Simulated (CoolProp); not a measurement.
The fluid at 293.15 K and 0.556 MPa is compressed adiabatically to 1.41 MPa with isentropic efficiency 0.6. The same conditions are run with several fluids, on thermodynamics alone (safety and materials aside).

Model: reference Helmholtz-energy equation of state of each fluid (fluoroethane (R161): Wu 2012; carbonyl sulfide: Lemmon 2006; propylene: Lemmon 2013; hydrogen chloride: Thol 2018; ethylene: Smukala 2000), in CoolProp.

Q: Rank fluoroethane (R161), carbonyl sulfide, propylene, hydrogen chloride, ethylene by work (kJ/kg), highest first.

A: ethylene (142), hydrogen chloride (114), propylene (84.6), fluoroethane (R161) (74.0), carbonyl sulfide (63.8)

```
fluid                final temperature (K)  final density (kg/m³)
-------------------  ---------------------  ---------------------
fluoroethane (R161)                  357.1                   26.2
carbonyl sulfide                     386.5                   28.4
propylene                            352.8                   23.2
hydrogen chloride                    437.0                   14.5
ethylene                             381.4                   12.9
```
